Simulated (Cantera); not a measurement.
Mixture: 11.2 % CH₄, 18.7 % O₂, 70.1 % N₂, at 0.484 atm, adiabatic and at constant volume. Ignition delay is the time to a rise of 400 K.

Detailed kinetics in Cantera: GRI-Mech 3.0 (53 species, 325 reactions).

Problem. Predict: delay at 1225 K; delay at 1325 K; delay at 1425 K; delay at 1525 K; delay at 1625 K; apparent activation energy between 1525 and 1625 K.

Solution. 
- delay at 1225 K = 59.8 ms
- delay at 1325 K = 15.2 ms
- delay at 1425 K = 4.52 ms
- delay at 1525 K = 1.61 ms
- delay at 1625 K = 0.678 ms
- apparent activation energy between 1525 and 1625 K = 180 kJ/mol
